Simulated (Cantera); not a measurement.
Cantera run:

```python
import numpy as np
import cantera as ct

gas_names = [...]  # 151 gases of nasa_gas.yaml made of C, H, N, O, Si
cond_names = """
    C(gr) C6H6(L) C7H8(L) C8H18(L),n-octa H2O(s) H2O(L) Si(cr) Si(L) SiC(b) SiO2(Lqz) SiO2(hqz) SiO2(L)
    Si2N2O(s) Si3N4(a)
""".split()


# ... load() reads the species with a 1 bar reference pressure and builds the phases ...
atoms = {
    'SiO2': {'Si': 1, 'O': 2},
    'CH4': {'C': 1, 'H': 4},
    'N2': {'N': 2},
}
top_T = {'C(gr)': 4500, 'SiC(b)': 3050, 'Si2N2O(s)': 2100, 'Si3N4(a)': 2400}  # K; cautious upper limits of use, not melting points


# ... equilibrate(T, P, feed) seeds the gas with the atoms and calls Mixture.equilibrate('TP', solver="vcs", rtol=1e-11, max_steps=5000) ...
results = []
feed = {'SiO2': 1, 'CH4': 2.7, 'N2': 1.5}  # mol
T = 1550  # K
for P in [10, 100, 1000, 10000, 100000, 1000000]:
    mix = equilibrate(T, P, feed)
    results.append((T, P, feed, dict(zip(mix.species_names, mix.species_moles))))

top = {s: max(r[3][s] / sum(r[3][g] for g in gas_names) for r in results) for s in gas_names}
cols = sorted((s for s in top if top[s] > 0.001), key=lambda s: -top[s])[:8]
seen = [c for c in cond_names if any(r[3].get(c, 0) > 1e-12 for r in results)]
print("log10 of partial pressures in bar; condensed amounts in mol")
print(f"{'P/Pa':>10s}" + "".join(f"{s[:9]:>10s}" for s in cols + seen))
for T, P, feed, n in results:
    ng = sum(n[g] for g in gas_names)
    print(f"{P:10.4g}" + "".join(f"{np.log10(max(n[s] / ng * P / 1e5, 1e-99)):10.3f}" for s in cols)
          + "".join(f"{n.get(c, 0):10.4g}" for c in seen))
```

Output:

```
log10 of partial pressures in bar; condensed amounts in mol
      P/Pa        H2        CO        N2       SiO       CH4         H     C(gr)    SiC(b) SiO2(hqz) Si2N2O(s)
        10    -4.218    -4.683    -4.774    -5.773   -11.894    -6.611         0    0.8495         0         0
       100    -3.217    -3.682    -3.774    -4.772    -9.892    -6.110         0    0.8496         0         0
      1000    -2.208    -2.663    -2.792    -4.838    -7.330    -5.606         0    0.8025         0   0.09242
     1e+04    -1.166    -1.722    -1.898    -4.926    -5.023    -5.085     1.196         0         0    0.4995
     1e+05    -0.166    -0.721    -0.898    -4.926    -3.024    -4.585      1.19         0         0       0.5
     1e+06     0.860    -0.068     0.251    -5.174    -0.972    -4.072     2.001         0    0.5842    0.2079
```

Method: chemical equilibrium by Gibbs-energy minimisation in Cantera with the NASA 1993 tables (ideal gas, pure condensed phases). Mutual solubility and eutectic melting of coexisting phases are not modelled. The tables hold silica as quartz up to 1696 K and as liquid above; real silica turns to tridymite and cristobalite and melts near 1996 K.
